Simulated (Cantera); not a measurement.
**Premixed flame**

A freely propagating, adiabatic, planar premixed flame of 22.3 % H₂, 16.3 % O₂, 61.4 % N₂, equivalence ratio 0.68, unburnt at 475 K and 1.20 bar; mixture-averaged transport, grid criteria slope 0.08 and curve 0.16, no radiation.

Computed with Cantera and the H2/O2 subset of GRI-Mech 3.0, which has no nitrogen chemistry. Burning velocities carry a grid error of a few per cent, more on coarse grids. Lean hydrogen flames are cellular in practice and burn faster than this planar one.

| z (mm) | T (K) | u (m/s) | x H₂ | x O₂ | x HO₂ | x H₂O₂ | x O | x H₂O |
|---|---|---|---|---|---|---|---|---|
| -0.938 | 475 | 2.96 | 0.223 | 0.163 | <1e-8 | <1e-8 | <1e-8 | <1e-8 |
| -0.625 | 475 | 2.96 | 0.223 | 0.163 | <1e-8 | <1e-8 | <1e-8 | 1.32e-8 |
| -0.469 | 475 | 2.96 | 0.222 | 0.163 | 1.78e-8 | <1e-8 | <1e-8 | 2.10e-7 |
| -0.313 | 475 | 2.96 | 0.221 | 0.163 | 1.01e-6 | 5.48e-8 | 2.41e-8 | 8.49e-6 |
| -0.156 | 513 | 3.13 | 0.203 | 0.166 | 0.000257 | 1.81e-5 | 5.41e-6 | 0.00211 |
| -0.0782 | 768 | 4.54 | 0.161 | 0.160 | 0.000304 | 4.67e-5 | 0.000243 | 0.0281 |
| 0 | 1164 | 6.71 | 0.0929 | 0.130 | 0.000140 | 1.31e-5 | 0.00321 | 0.0977 |
| 0.0782 | 1453 | 8.32 | 0.0394 | 0.0885 | 7.61e-5 | 5.09e-6 | 0.00838 | 0.168 |
| 0.156 | 1613 | 9.19 | 0.0206 | 0.0703 | 5.02e-5 | 2.73e-6 | 0.0102 | 0.198 |
| 0.313 | 1771 | 10.0 | 0.0137 | 0.0630 | 3.28e-5 | 1.33e-6 | 0.00872 | 0.213 |
| 0.625 | 1906 | 10.7 | 0.00960 | 0.0602 | 2.01e-5 | 7.15e-7 | 0.00576 | 0.224 |
| 1.25 | 2006 | 11.2 | 0.00547 | 0.0589 | 1.08e-5 | 4.27e-7 | 0.00312 | 0.234 |
| 2.50 | 2066 | 11.5 | 0.00255 | 0.0586 | 5.51e-6 | 2.71e-7 | 0.00142 | 0.240 |
x: mole fraction of selected species; z is measured from the peak of heat release.

```
Quantity                     Value
------------------------  --------
laminar burning velocity  296 cm/s
thermal thickness         0.313 mm
peak x(HO₂)               0.000419
peak x(H₂O₂)               4.88e-5
peak x(O)                   0.0102
grid points                    113
```
